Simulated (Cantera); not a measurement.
Standard-state values (1 bar) from the NASA 1993 polynomials, evaluated with Cantera. Values are per mole of reaction as written; species without (g) are pure solids or liquids, kept so even where they would boil at 1 bar.

**Question.** Between 823 and 1723 K, where is each reaction favourable under standard conditions?
- 2 OH(g) + Sr → Sr(OH)₂

**Answer.** 
- 2 OH(g) + Sr → Sr(OH)₂: ΔG° is -783 kJ at 823 K and -547 kJ at 1723 K; it stays negative (K > 1). ΔH° is -971 kJ and ΔS° -246 J/K at 1723 K.
